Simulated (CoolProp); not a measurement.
Vapour-liquid equilibrium of dimethyl ether (1) + 1-butene (2) at 287.2 K; x and y are mole fractions of (1).

Model: multi-fluid Helmholtz-energy mixture model, Wu 2011 and Lemmon 2005; pair parameters Bell 2016, in CoolProp.

| x | bubble pressure (kPa) | y at the bubble point | dew pressure at overall composition x (kPa) | liquid density (mol/L) |
|---|---|---|---|---|
| 0.05 | 225.9 | 0.111 | 217.1 | 10.87 |
| 0.2 | 269.2 | … | 240.2 | … |
| 0.35 | 306.9 | … | 267.8 | … |
| 0.5 | … | 0.657 | 300.4 | 12.38 |
| 0.65 | … | 0.766 | 337.8 | 13.00 |
| 0.8 | 394.5 | 0.866 | … | 13.68 |
| 0.95 | 417.6 | 0.965 | 414.3 | 14.46 |

Problem. Fill in the missing entries.

Solution. 
- 0.2, y at the bubble point: 0.357
- 0.2, liquid density (mol/L): 11.33
- 0.35, y at the bubble point: 0.527
- 0.35, liquid density (mol/L): 11.83
- 0.5, bubble pressure (kPa): 339.7
- 0.65, bubble pressure (kPa): 368.7
- 0.8, dew pressure at overall composition x (kPa): 377.7

No azeotrope shows between x = 0.05 and 0.95.

The pair parameters rest on a limited set of measurements; away from them the model extrapolates.
